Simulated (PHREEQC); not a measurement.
Consider water at 10 °C with 0.037 mol/kgw NiSO4, 0.27 mol/kgw ZnCl2, 4.9e-05 mol/kgw H2SO4 and 0.17 mol/kgw Na2SO4. Closed to the air; pH follows from the charge balance.

Equilibrium calculation in PHREEQC: ion-association model, wateq4f.dat.

Each row changes one thing in this solution. This is a speciation only: nothing precipitates in the calculation.

```csv
case,pH,ionic strength (mol/kgw),Cl- (mol/kgw),Na+ (mol/kgw),Zn+2 (mol/kgw),SO4-2 (mol/kgw),SI of Goslarite (ZnSO4:7H2O),SI of Mirabilite (Na2SO4:10H2O)
as made,4.40,0.962,0.488,0.322,0.156,0.0709,-1.39,-1.45
H2SO4 left out,4.99,0.962,0.488,0.322,0.156,0.0709,-1.39,-1.45
NiSO4 from 0.037 to 0.185 mol/kgw,4.50,1.13,0.453,0.313,0.138,0.112,-1.30,-1.30
diluted 5-fold with water,4.91,0.215,0.105,0.0663,0.0363,0.0198,-2.09,-3.02
NiSO4 from 0.037 to 0.0333 mol/kgw,4.40,0.958,0.489,0.322,0.157,0.0698,-1.39,-1.45
Na2SO4 from 0.17 to 0.153 mol/kgw,4.38,0.937,0.487,0.291,0.160,0.0647,-1.41,-1.57
ZnCl2 from 0.27 to 0.54 mol/kgw,4.33,1.51,0.842,0.324,0.324,0.0688,-1.25,-1.55
NiSO4 left out,4.37,0.915,0.499,0.324,0.163,0.0599,-1.43,-1.50
```

The ionic strength passes 0.7 mol/kgw, the rough limit of the ion-association models, in as made; H2SO4 left out; NiSO4 from 0.037 to 0.185 mol/kgw; NiSO4 from 0.037 to 0.0333 mol/kgw; Na2SO4 from 0.17 to 0.153 mol/kgw; ZnCl2 from 0.27 to 0.54 mol/kgw; NiSO4 left out. Species that the database lacks are ignored. At this temperature some constants are extrapolated from 25 °C, and those without enthalpy data are left unchanged.
